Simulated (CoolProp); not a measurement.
Values from CoolProp's reference Helmholtz-energy equation of state, Smukala 2000.

Question: Give the vapour pressure (bar), liquid density (kg/m³), vapour density (kg/m³), liquid cp (kJ/(kg K)) of saturated ethylene at 224.3 K.

Answer: 
```tsv
T (K)	p (bar)	liquid density (kg/m³)	vapour density (kg/m³)	liquid cp (kJ/(kg K))
224.3	11.0	479	20.1	2.75
```
